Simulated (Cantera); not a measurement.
Input: 1 mol HCl, 0.21 mol H2O, 11 mol N2, equilibrated at 3350 K and 0.00133 bar.

These are equilibrium values from Cantera (NASA tables, ideal gas, pure condensed phases), not measurements of a reactor. Candidate condensed phases: H2O, NH4Cl; 29 gas species. The numbers say what is thermodynamically allowed, not how fast it happens.

Base state: N2 0.805, H 0.104, Cl 0.0732, O 0.0151, N 0.00259, NO 0.000256, HCl 8.85e-5, H2 8.38e-5 (mole fractions); condensed: gas only.

What changes in the equilibrium state with this change: temperature from 3350 K to 1600 K?


```tsv
species	before	after
N2	0.805	0.900
HCl	8.85e-5	0.0792
H2O	3.95e-8	0.0171
H	0.104	5.37e-5
O	0.0151	9.48e-7
Cl	0.0732	0.00258
N	0.00259	<1e-9
NO	0.000256	1.08e-5
H2	8.38e-5	0.00130
```

What changes in the equilibrium state with this change: temperature from 3350 K to 550 K?


| species | before | after |
|---|---|---|
| N2 | 0.805 | 0.901 |
| HCl | 8.85e-5 | 0.0819 |
| H2O | 3.95e-8 | 0.0172 |
| H | 0.104 | <1e-9 |
| Cl | 0.0732 | <1e-9 |
| O | 0.0151 | <1e-9 |
| N | 0.00259 | <1e-9 |
| NO | 0.000256 | <1e-9 |
